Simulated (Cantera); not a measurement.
Feed: 1 mol SiC, 0.047 mol O₂, 1.3 mol N₂, at 1623.15 K and 4.40 Pa.

These are equilibrium values from Cantera (NASA tables, ideal gas, pure condensed phases), not measurements of a reactor. Candidate condensed phases: C, Si, SiC, SiO₂, Si₂N₂O, Si₃N₄; 34 gas species. Kinetics and transport are ignored.

Base state: N₂ 0.932, CO 0.0341, SiO 0.0333, Si 0.000714 (mole fractions); condensed: SiC(s).

### Question
What changes in the equilibrium state with this change: O₂ from 0.047 to 0.028 mol?

### Answer
| species | before | after |
|---|---|---|
| N₂ | 0.932 | 0.958 |
| CO | 0.0341 | 0.0210 |
| SiO | 0.0333 | 0.0203 |
| Si | 0.000714 | 0.000710 |
| SiC(s), mol | 0.952 | 0.972 |
